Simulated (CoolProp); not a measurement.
Saturation properties of cis-2-butene (Tc = 162.6 °C, pc = 42.36 bar, ω = 0.202).

Model: reference Helmholtz-energy equation of state, Lemmon 2005, in CoolProp. It is a short technical equation, of lower accuracy than the large ones.

| T (°C) | p (bar) | enthalpy of vaporisation (kJ/kg) | liquid cp (kJ/(kg K)) |
|---|---|---|---|
| -76.55 | 0.01031 | 486.4 | 1.982 |
| -67.05 | 0.02214 | 478.0 | 1.990 |
| -57.65 | 0.04368 | 469.8 | 2.002 |
| -48.15 | 0.08116 | 461.5 | 2.017 |
| -38.75 | 0.1414 | 453.2 | 2.036 |
| -29.35 | 0.2344 | 444.9 | 2.057 |
| -19.85 | 0.3736 | 436.3 | 2.083 |
| -10.45 | 0.5702 | 427.7 | 2.111 |
| -0.95 | 0.8447 | 418.7 | 2.142 |
| 8.45 | 1.209 | 409.6 | 2.177 |

It boils at 3.7 °C under 1 atm.
